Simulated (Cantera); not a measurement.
Input: 1 mol Si, 1.2 mol Cl₂, 15 mol H₂, equilibrated at 0.100 bar.

Cantera equilibrium calculation (NASA polynomials, part measured and part estimated; ideal gas, pure solids and liquids). Candidate condensed phases: Si; 19 gas species. The tables' values for SiCl₃, SiCl are old estimates; treat these amounts as uncertain. Equilibrium is a limit: real reactors are often held back by kinetics, nucleation or transport.

log p: log10 of the partial pressure in bar; n: condensed amount in mol.

```json
[
 {"T (K)": "900", "log p H₂": "-1.02", "log p HCl": "-3.23", "log p SiCl₂": "-5.30", "log p SiCl₄": "-2.56", "log p SiHCl₃": "-2.90", "n Si(s)": "0.369"},
 {"T (K)": "975", "log p H₂": "-1.02", "log p HCl": "[?]", "log p SiCl₂": "[?]", "log p SiCl₄": "-2.59", "log p SiHCl₃": "-2.93", "n Si(s)": "0.393"},
 {"T (K)": "1050", "log p H₂": "-1.03", "log p HCl": "-2.66", "log p SiCl₂": "-4.03", "log p SiCl₄": "-2.63", "log p SiHCl₃": "-2.98", "n Si(s)": "0.428"},
 {"T (K)": "1125", "log p H₂": "-1.03", "log p HCl": "-2.45", "log p SiCl₂": "-3.55", "log p SiCl₄": "-2.71", "log p SiHCl₃": "-3.05", "n Si(s)": "0.469"},
 {"T (K)": "1200", "log p H₂": "-1.04", "log p HCl": "[?]", "log p SiCl₂": "[?]", "log p SiCl₄": "[?]", "log p SiHCl₃": "[?]", "n Si(s)": "0.506"},
 {"T (K)": "1275", "log p H₂": "-1.04", "log p HCl": "-2.17", "log p SiCl₂": "-2.89", "log p SiCl₄": "-3.10", "log p SiHCl₃": "-3.36", "n Si(s)": "0.529"},
 {"T (K)": "1350", "log p H₂": "-1.05", "log p HCl": "-2.11", "log p SiCl₂": "-2.72", "log p SiCl₄": "-3.45", "log p SiHCl₃": "-3.64", "n Si(s)": "0.534"},
 {"T (K)": "1425", "log p H₂": "-1.05", "log p HCl": "-2.08", "log p SiCl₂": "-2.62", "log p SiCl₄": "-3.89", "log p SiHCl₃": "-3.97", "n Si(s)": "0.528"},
 {"T (K)": "1500", "log p H₂": "-1.05", "log p HCl": "-2.07", "log p SiCl₂": "-2.57", "log p SiCl₄": "-4.36", "log p SiHCl₃": "-4.33", "n Si(s)": "0.520"},
 {"T (K)": "1575", "log p H₂": "-1.05", "log p HCl": "-2.06", "log p SiCl₂": "-2.55", "log p SiCl₄": "-4.81", "log p SiHCl₃": "-4.67", "n Si(s)": "0.511"},
 {"T (K)": "1650", "log p H₂": "-1.05", "log p HCl": "-2.07", "log p SiCl₂": "-2.53", "log p SiCl₄": "-5.23", "log p SiHCl₃": "-5.00", "n Si(s)": "0.503"}
]
```

Problem. What belongs in the gaps?

Solution. 
- 975, log p HCl: -2.92
- 975, log p SiCl₂: -4.61
- 1200, log p HCl: -2.29
- 1200, log p SiCl₂: -3.17
- 1200, log p SiCl₄: -2.86
- 1200, log p SiHCl₃: -3.17
